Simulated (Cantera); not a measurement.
A perfectly stirred reactor is fed with CH4 : H2O : H2 = 1 : 0.48 : 0.12 (molar parts), at 62000 Pa; it is held at 1523 K, and followed from long to short residence time.

Model: GRI-Mech 3.0 (53 species, 325 reactions), integrated in Cantera. GRI-Mech 3.0 stops at C3 and has no aromatics, soot or wall deposition, so with more carbon than oxygen in the feed, carbon stays in small species such as C2H2 where larger ones or solid carbon would form.

x: mole fraction; the columns are a selection and need not sum to one.

| τ (s) | x CH4 | x H2O | x H2 | x C2H6 | x C2H | x CH3 | x CH2CO |
|---|---|---|---|---|---|---|---|
| 3.3 | 0.140 | 0.169 | 0.530 | 6.37e-5 | 8.63e-9 | 9.50e-5 | (withheld) |
| 1.0 | 0.226 | 0.213 | 0.433 | 0.000144 | 7.46e-9 | 0.000145 | (withheld) |
| 0.31 | 0.351 | 0.247 | 0.316 | 0.000346 | 5.18e-9 | 0.000219 | (withheld) |
| 0.095 | 0.477 | 0.273 | 0.202 | 0.000709 | 2.73e-9 | 0.000304 | (withheld) |
| 0.029 | 0.564 | 0.290 | 0.125 | 0.00109 | 9.33e-10 | 0.000369 | (withheld) |
| 0.0090 | 0.606 | 0.298 | 0.0894 | 0.00115 | 1.59e-10 | 0.000382 | (withheld) |
| 0.0027 | 0.620 | 0.300 | 0.0781 | 0.000752 | 9.32e-12 | 0.000328 | (withheld) |
| 0.00084 | 0.624 | 0.300 | 0.0757 | 0.000285 | <1e-12 | 0.000239 | 2.48e-10 |
| 0.00026 | 0.625 | 0.300 | 0.0752 | 6.02e-5 | <1e-12 | 0.000155 | 1.48e-12 |

### Question
What belongs in the gaps?

### Answer

- 3.3, x CH2CO: 1.73e-5
- 1.0, x CH2CO: 2.10e-5
- 0.31, x CH2CO: 1.90e-5
- 0.095, x CH2CO: 1.23e-5
- 0.029, x CH2CO: 4.52e-6
- 0.0090, x CH2CO: 6.60e-7
- 0.0027, x CH2CO: 2.26e-8
